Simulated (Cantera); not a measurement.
An isothermal, constant-pressure homogeneous reactor starts with C2H6 : H2 = 1 : 23 (molar parts), at 1400 K and 1.00 atm.

Computed with Cantera and GRI-Mech 3.0 (53 species, 325 reactions). GRI-Mech 3.0 stops at C3 and has no aromatics, soot or wall deposition, so with more carbon than oxygen in the feed, carbon stays in small species such as C2H2 where larger ones or solid carbon would form.

One state of this run: x C2H6 = 0.0401; x H2 = 0.958; x CH3 = 5.55e-5; x C2H4 = 0.00106; x C2H2 = 6.55e-7; x H = 5.41e-5; x CH2 = 2.26e-9. x: mole fraction; the columns are a selection and need not sum to one.

Which value of t (s) does it belong to?
A) 0.00288
B) 0.000585
C) 40.7
D) 2.42e-5

D, 2.42e-5
